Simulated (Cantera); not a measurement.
**Transport properties of process gases**

Gas mixture: H2 : CO2 = 0.089 : 0.76 (molar parts), at 56000 Pa, frozen composition.

Cantera's kinetic-theory transport with the Lennard-Jones parameters of GRI-Mech 3.0, ideal gas; thermal conductivity in the multicomponent form.

```json
[
 {"T (K)": "400", "ρ (kg/m³)": "0.667", "cp (J/kg/K)": "1010", "μ (µPa s)": "19.8", "λ (mW/m/K)": "34.3", "Pr": "0.584", "D (cm²/s) NH3": "0.554", "D (cm²/s) NO": "0.515", "D (cm²/s) O": "0.836"},
 {"T (K)": "600", "ρ (kg/m³)": "0.445", "cp (J/kg/K)": "1148", "μ (µPa s)": "27.9", "λ (mW/m/K)": "52.7", "Pr": "0.608", "D (cm²/s) NH3": "1.21", "D (cm²/s) NO": "1.05", "D (cm²/s) O": "1.70"},
 {"T (K)": "800", "ρ (kg/m³)": "0.333", "cp (J/kg/K)": "1241", "μ (µPa s)": "34.9", "λ (mW/m/K)": "70.0", "Pr": "0.618", "D (cm²/s) NH3": "2.06", "D (cm²/s) NO": "1.72", "D (cm²/s) O": "2.77"},
 {"T (K)": "1000", "ρ (kg/m³)": "0.267", "cp (J/kg/K)": "1308", "μ (µPa s)": "41.0", "λ (mW/m/K)": "86.2", "Pr": "0.623", "D (cm²/s) NH3": "3.07", "D (cm²/s) NO": "2.51", "D (cm²/s) O": "4.04"},
 {"T (K)": "1200", "ρ (kg/m³)": "0.222", "cp (J/kg/K)": "1355", "μ (µPa s)": "46.7", "λ (mW/m/K)": "101", "Pr": "0.623", "D (cm²/s) NH3": "4.24", "D (cm²/s) NO": "3.41", "D (cm²/s) O": "5.48"},
 {"T (K)": "1400", "ρ (kg/m³)": "0.191", "cp (J/kg/K)": "1391", "μ (µPa s)": "51.9", "λ (mW/m/K)": "116", "Pr": "0.622", "D (cm²/s) NH3": "5.54", "D (cm²/s) NO": "4.42", "D (cm²/s) O": "7.09"}
]
```
D: mixture-averaged diffusion coefficient of that species in the mixture.
